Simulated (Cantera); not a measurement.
# Gas activation for diamond growth

A perfectly stirred reactor is fed with 2.72 % CH₄, 93.8 % H₂, 3.47 % H, at 15.0 Torr; it is held at 2075 K, and followed from long to short residence time.

Computed with Cantera and GRI-Mech 3.0 (53 species, 325 reactions). GRI-Mech 3.0 stops at C3 and has no aromatics, soot or wall deposition, so with more carbon than oxygen in the feed, carbon stays in small species such as C2H2 where larger ones or solid carbon would form. Radical loss at walls, strong at low pressure, is not modelled.

```
τ (s)     x CH₄   x H₂     x H   x C₂H₆    x C₂H
------  -------  -----  ------  -------  -------
0.31    0.00148  0.970  0.0161  2.84e-8  4.91e-6
0.14    0.00230  0.970  0.0155  6.67e-8  4.53e-6
0.061   0.00357  0.969  0.0151  1.56e-7  4.12e-6
0.027   0.00525  0.968  0.0151  3.36e-7  3.71e-6
0.012   0.00729  0.966  0.0155  6.60e-7  3.30e-6
0.0053  0.00953  0.964  0.0164  1.18e-6  2.87e-6
0.0023   0.0118  0.961  0.0179  1.92e-6  2.39e-6
```
x: mole fraction; the columns are a selection and need not sum to one.
